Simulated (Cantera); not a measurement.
An isothermal, constant-pressure homogeneous reactor starts with 76.3 % NH₃, 23.7 % H₂, at 1575 K and 16.5 Torr.

Model: the gas-phase N/H chemistry of the illustrative SiF4/NH3 mechanism in the Surface Chemkin manual (1991), integrated in Cantera. Walls and surfaces, which speed up NH3 decomposition in real reactors, are not modelled.

One state of this run: x NH₃ = 0.748; x H₂ = 0.248; x N₂H₄ = 1.18e-8; x H = 1.67e-5; x N = 1.84e-8. x: mole fraction; the columns are a selection and need not sum to one.

### Question
Which value of t (s) does it belong to?
A. 2.55
B. 0.00271
C. 0.00849
D. 0.0832

### Answer
A, 2.55
